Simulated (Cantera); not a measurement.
A closed system holds: 1 mol toluene, 0.6 mol NH3, 0.53 mol H2, 4.2 mol H2O, at 1.00 Torr.

Cantera equilibrium calculation (NASA polynomials, part measured and part estimated; ideal gas, pure solids and liquids). Candidate condensed phases: C, C6H6, C7H8, C8H18, H2O; 136 gas species. The numbers say what is thermodynamically allowed, not how fast it happens.

### Question
At 2125 °C, list the 5 most abundant gas species with their mole fractions, and the condensed phases.

### Answer
H2 0.436, H 0.285, CO 0.255, N2 0.0157, HCN 0.00448. Condensed: C(graphite).
